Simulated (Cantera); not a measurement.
Feed: 1 mol Al, 2.2 mol I2, 0.96 mol H2, equilibrated at 1025 °C and 86.0 mbar.

Method: chemical equilibrium by Gibbs-energy minimisation in Cantera with the NASA 1993 tables (ideal gas, pure condensed phases). Candidate condensed phases: Al, AlI3, I2; 11 gas species. The numbers say what is thermodynamically allowed, not how fast it happens.

Base state: AlI3 0.339, HI 0.247, H2 0.202, I 0.197, I2 0.0153, AlI 0.000166 (mole fractions); condensed: gas only.

What changes in the equilibrium state with this change: temperature from 1025 °C to 627 °C?


```
species    before     after
-------  --------  --------
HI          0.247     0.433
AlI3        0.339     0.373
H2          0.202     0.142
I           0.197    0.0132
I2         0.0153    0.0382
AlI      0.000166     <1e-9
Al2I6     8.73e-6  0.000416
```
